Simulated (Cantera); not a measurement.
Charge: 1 mol HMDSO, 8.8 mol O3, 35 mol H2, equilibrated at 948 K and 11000 Pa.

Equilibrium computed with Cantera from the NASA thermochemical tables; the gas is ideal and each condensed phase is pure. Candidate condensed phases: C, C6H6, C7H8, C8H18, H2O, Si, SiC, SiO2; 123 gas species. The feed counts by its element totals alone. Kinetics and transport are ignored.

Base state: H2 0.588, H2O 0.291, CO 0.0633, CO2 0.0567, CH4 8.90e-5 (mole fractions); condensed: SiO2(β-quartz).

**Question.** What changes in the equilibrium state with this change: O3 from 8.8 to 1.1 mol?

**Answer.** 
```csv
species,before,after
H2,0.588,0.975
CH4,8.90e-5,0.0180
CO,0.0633,0.00624
H2O,0.291,0.000648
CO2,0.0567,7.49e-6
"SiO2(β-quartz), mol",2.00,2.00
"C(graphite), mol",0,4.95
```

**Question.** What changes in the equilibrium state with this change: temperature from 948 K to 598.15 K?

**Answer.** 
```
species               before     after
-------------------  -------  --------
H2O                    0.291     0.581
H2                     0.588     0.265
CH4                  8.90e-5     0.144
CO                    0.0633  0.000169
CO2                   0.0567    0.0107
SiO2(β-quartz), mol     2.00         0
SiO2(α-quartz), mol        0      2.00
```
